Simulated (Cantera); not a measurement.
A freely propagating, adiabatic, planar premixed flame of H2 : O2 : N2 : H2O = 1 : 0.575 : 2.59 : 0.37 (molar parts), equivalence ratio 0.87, unburnt at 498 K and 1.00 bar; mixture-averaged transport, grid criteria slope 0.08 and curve 0.16, no radiation.

Detailed kinetics in Cantera: the H2/O2 subset of GRI-Mech 3.0, which has no nitrogen chemistry. Burning velocities carry a grid error of a few per cent, more on coarse grids.

Predict: laminar burning velocity; thermal thickness; peak x(OH); peak x(H2O2); peak x(O).


```
Quantity                    Result
------------------------  --------
laminar burning velocity  289 cm/s
thermal thickness         0.412 mm
peak x(OH)                  0.0101
peak x(H2O2)               4.52e-5
peak x(O)                  0.00607
```
